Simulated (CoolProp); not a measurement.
Oxygen at 298.15 K and 0.123 MPa is throttled through a valve to 0.0519 MPa with no heat exchange. Each further row changes one setting.

Values from CoolProp's reference Helmholtz-energy equation of state, Schmidt 1985.

```
case                        temperature change (K)  final density (kg/m³)
--------------------------  ----------------------  ---------------------
as stated                                     -0.2                  0.671
outlet pressure 0.0156 MPa                    -0.3                  0.202
outlet pressure 0.0675 MPa                    -0.1                  0.872
```
